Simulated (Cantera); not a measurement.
**Catalytic stagnation flow on Pt**

A jet of CH4 : O2 : N2 = 0.031 : 0.083 : 0.79 (molar parts) at 300 K and 0.178 atm hits a platinum plate 5.9 cm away at a mass flux of 0.047 kg/m²/s; the plate temperature is set and raised in steps from an oxygen-covered start.

Detailed kinetics in Cantera: Deutschmann's 1995 Pt surface mechanism with GRI-Mech 3.0 gas chemistry. Catalytic surfaces can have several steady states; this one follows from the mechanism file's or the stated starting coverage.

```tsv
plate T (K)	wall x CH4	wall x O2	wall x H2O	wall x OH	wall x CO	wall x CO2	θ free Pt	θ O*	θ OH*
950	0.00918	0.0385	0.0467	8.09e-8	5.09e-6	0.0308	0.287	0.711	0.00224
1000	0.00606	0.0320	0.0523	2.10e-7	4.64e-6	0.0346	0.367	0.631	0.00211
1050	0.00429	0.0283	0.0555	4.87e-7	4.45e-6	0.0367	0.443	0.555	0.00189
1100	0.00323	0.0261	0.0573	1.03e-6	4.48e-6	0.0379	0.516	0.483	0.00166
1150	0.00255	0.0248	0.0584	2.03e-6	4.71e-6	0.0387	0.582	0.416	0.00144
1200	0.00210	0.0240	0.0590	3.73e-6	5.14e-6	0.0391	0.644	0.355	0.00123
1250	0.00179	0.0235	0.0594	6.49e-6	5.80e-6	0.0393	0.699	0.300	0.00105
1300	0.00156	0.0234	0.0596	1.07e-5	6.76e-6	0.0393	0.748	0.251	0.000891
```
x: mole fraction at the wall; θ: surface coverage.
